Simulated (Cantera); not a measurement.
Standard-state values (1 bar) from the NASA 1993 polynomials, evaluated with Cantera. Values are per mole of reaction as written; species without (g) are pure solids or liquids, kept so even where they would boil at 1 bar. TaC: taken at fixed stoichiometry.

2 TaC + 5 N2O(g) ⇌ 10 N(g) + Ta2O5 + 2 C, with ΔH° = 2561.1 kJ and ΔS° = 503.4 J/K at 300 K.

### Question
How far is the shortcut ΔG° ≈ ΔH°(300 K) − T·ΔS°(300 K) from the full temperature-dependent value at 975, 1125, 1275, 1425, 1575 K?

### Answer
```
T (K)  shortcut (kJ)  full (kJ)  difference (kJ)  difference in log10 K
-----  -------------  ---------  ---------------  ---------------------
975           2070.3     2033.0             37.3                  -2.00
1125          1994.8     1943.9             50.9                  -2.36
1275          1919.3     1853.7             65.6                  -2.69
1425          1843.7     1762.6             81.1                  -2.97
1575          1768.2     1670.8             97.4                  -3.23
```
The shortcut ignores the heat-capacity change of the reaction.
